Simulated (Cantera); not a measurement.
Input: 1 mol Cu, 0.0054 mol O₂, 1.5 mol N₂, 0.19 mol CO, at 101000 Pa.

These are equilibrium values from Cantera (NASA tables, ideal gas, pure condensed phases), not measurements of a reactor. Candidate condensed phases: C, Cu, CuO, Cu₂O; 27 gas species. Equilibrium is a limit: real reactors are often held back by kinetics, nucleation or transport.

x: gas mole fraction; n: condensed amount in mol.

```
T (°C)   x N₂   x CO    x CO₂  x Cu  n C(graphite)  n Cu(s)  n Cu(l)
------  -----  -----  -------  ----  -------------  -------  -------
725     0.888  0.106  0.00667   ___       0.000466     1.00        0
775     0.888  0.106  0.00639   ___              0     1.00        0
825     0.888  0.106  0.00639   ___              0     1.00        0
875     0.888  0.106  0.00639   ___              0     1.00        0
925     0.888  0.106  0.00639   ___              0     1.00        0
975     0.888  0.106  0.00639   ___              0     1.00        0
1025    0.888  0.106  0.00639   ___              0     1.00        0
1075    0.888  0.106  0.00639   ___              0    1.000        0
1125    0.888  0.106  0.00639   ___              0        0    1.000
```

Task: What belongs in the gaps?

Result: 
- 725, x Cu: 1.42e-11
- 775, x Cu: 9.66e-11
- 825, x Cu: 5.50e-10
- 875, x Cu: 2.69e-9
- 925, x Cu: 1.15e-8
- 975, x Cu: 4.35e-8
- 1025, x Cu: 1.49e-7
- 1075, x Cu: 4.62e-7
- 1125, x Cu: 1.28e-6
